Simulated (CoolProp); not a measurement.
A Linde-Hampson liquefier for nitrogen: isothermal reversible compression at 290 K from 1 atm to 5 MPa, throttling to 1 atm, return gas leaving the recuperator 2 K below the feed. Each further row changes one setting.

Model: reference Helmholtz-energy equation of state, Span 2000, in CoolProp.

```
case                        liquid yield per pass  compression work (kJ/kg of gas)
--------------------------  ---------------------  -------------------------------
as stated                                   0.021                              335
high pressure 10 MPa                        0.045                              394
warm-end temperature 320 K                  0.015                              370
warm-end gap 7 K                            0.009                              335
```
